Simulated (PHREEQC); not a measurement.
Consider water at 15 °C with 0.0032 mol KH2PO4 per kg of water. Closed to the air; pH follows from the charge balance.

Model: ion-association model, phreeqc.dat, run in PHREEQC.

| quantity | before | after |
|---|---|---|
| pH | 4.91 | 5.03 |
| HPO4-2 (mol/kgw) | 1.79e-5 | 1.15e-5 |

Question: What was changed between the two runs?
A. KH2PO4 from 0.0032 to 0.00352 mol/kgw
B. diluted 2-fold with water
C. diluted 100-fold with water
D. KH2PO4 replaced by Na3PO4 at the same molality
E. temperature from 15 to 55 °C

Answer: B, diluted 2-fold with water

This is a speciation only: nothing precipitates in the calculation.
